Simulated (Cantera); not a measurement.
**Equilibrium for chemical vapour transport: Fe2O3 + HCl**

Feed: 1 mol Fe2O3, 2.3 mol HCl, held at 0.110 bar.

These are equilibrium values from Cantera (NASA tables, ideal gas, pure condensed phases), not measurements of a reactor. Candidate condensed phases: Fe, FeCl2, FeCl3, FeO, Fe(OH)2, Fe(OH)3, Fe2O3, Fe3O4, H2O; 22 gas species. Condensed phases not in the tables: FeOCl. Kinetics and transport are ignored.

```
T (K)  x HCl   x H2O   x FeCl2  x FeCl3      x O2     x Cl2      x Cl  n Fe2O3(s)
-----  -----  ------  --------  -------  --------  --------  --------  ----------
775    0.968  0.0202  0.000196  0.00894  6.69e-12  0.000105   1.59e-7       0.985
825    0.962  0.0234  0.000501   0.0127  1.72e-10  0.000262   8.02e-7       0.982
875    0.954  0.0276   0.00109   0.0161   3.03e-9  0.000561   3.29e-6       0.979
925    0.945  0.0326   0.00211   0.0190   3.86e-8   0.00107   1.14e-5       0.975
975    0.935  0.0382   0.00375   0.0213   3.74e-7   0.00189   3.47e-5       0.971
1025   0.923  0.0443   0.00619   0.0231   2.86e-6   0.00307   9.35e-5       0.966
1075   0.910  0.0510   0.00961   0.0243   1.78e-5   0.00469  0.000228       0.961
1125   0.895  0.0583    0.0142   0.0247   9.14e-5   0.00669  0.000506       0.956
1175   0.879  0.0664    0.0202   0.0245  0.000383   0.00885   0.00103       0.949
1225   0.859  0.0752    0.0281   0.0236   0.00127    0.0106   0.00190       0.941
1275   0.836  0.0849    0.0389   0.0220   0.00327    0.0113   0.00317       0.930
1325   0.809  0.0960    0.0529   0.0198   0.00663    0.0108   0.00484       0.916
1375   0.776   0.109    0.0704   0.0170    0.0112   0.00938   0.00682       0.899
1425   0.739   0.124    0.0905   0.0140    0.0166   0.00756   0.00901       0.878
```
x: gas mole fraction; n: condensed amount in mol.

From 775 K to 1425 K the condensed part is Fe2O3(s). The main Fe-bearing gas is FeCl3 at 775 K and FeCl2 at 1425 K. The share of Fe in condensed phases is highest at 775 K (98.5 %) and lowest at 1425 K (87.8 %).
